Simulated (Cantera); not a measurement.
An adiabatic, constant-volume homogeneous reactor starts with C3H8 : O2 : N2 : H2 = 1 : 9.62 : 36.2 : 2.7 (molar parts), equivalence ratio 0.66, at 1723 K and 0.207 atm.

Model: GRI-Mech 3.0 (53 species, 325 reactions), integrated in Cantera. GRI-Mech 3.0 was tuned for natural gas; its chemistry of propane as a main component is partial and can be far from experiment.

x: mole fraction; the columns are a selection and need not sum to one.

```
t (s)     T (K)  P (bar)   x C3H8    x O2      x CO       x O    x HO2
--------  -----  -------  -------  ------  --------  --------  -------
1.00e-6    1720    0.210   0.0199   0.194   1.14e-8   2.47e-6      [?]
2.39e-6    1716    0.209   0.0196   0.194   4.50e-7   1.40e-5      [?]
5.72e-6    1707    0.208   0.0183   0.193   1.29e-5   4.06e-5      [?]
1.37e-5    1693    0.208   0.0146   0.191  0.000265   8.58e-5      [?]
3.27e-5    1772    0.222  0.00313   0.174   0.00719  0.000497      [?]
7.82e-5    2387    0.309   <1e-12  0.0713    0.0333    0.0295  3.22e-6
0.000187   2446    0.315   <1e-12  0.0693    0.0292    0.0287  3.39e-6
0.000447   2551    0.327   <1e-12  0.0687    0.0281    0.0251      [?]
0.00107    2684    0.341   <1e-12  0.0674    0.0261    0.0203      [?]
0.00256    2727    0.345   <1e-12  0.0651    0.0252    0.0180  7.78e-6
0.00612    2723    0.344   <1e-12  0.0624    0.0251    0.0171  7.52e-6
0.0146     2722    0.344   <1e-12  0.0613    0.0250    0.0168  7.40e-6
0.0350     2721    0.344   <1e-12  0.0613    0.0250    0.0168  7.40e-6
0.0836     2721    0.344   <1e-12  0.0613    0.0250    0.0168  7.40e-6
0.200      2721    0.344   <1e-12  0.0613    0.0250    0.0168  7.40e-6
```

Problem. What belongs in the gaps?

Solution. 
- 1.00e-6, x HO2: 8.05e-6
- 2.39e-6, x HO2: 3.68e-5
- 5.72e-6, x HO2: 0.000121
- 1.37e-5, x HO2: 0.000189
- 3.27e-5, x HO2: 0.000602
- 0.000447, x HO2: 4.27e-6
- 0.00107, x HO2: 6.66e-6
